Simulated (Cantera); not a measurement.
A closed system holds: 1 mol CuO, 18 mol H2, 0.79 mol N2, at 1650 K.

Equilibrium computed with Cantera from the NASA thermochemical tables; the gas is ideal and each condensed phase is pure. Candidate condensed phases: Cu, CuO, Cu(OH)2, Cu2O, H2O; 27 gas species. Kinetics and transport are ignored.

**Question.** At 32.0 mbar, list the 5 most abundant gas species with their mole fractions, and the condensed phases.

**Answer.** H2 0.902, H2O 0.0531, N2 0.0419, Cu 0.00254, H 0.000482. Condensed: Cu(l).
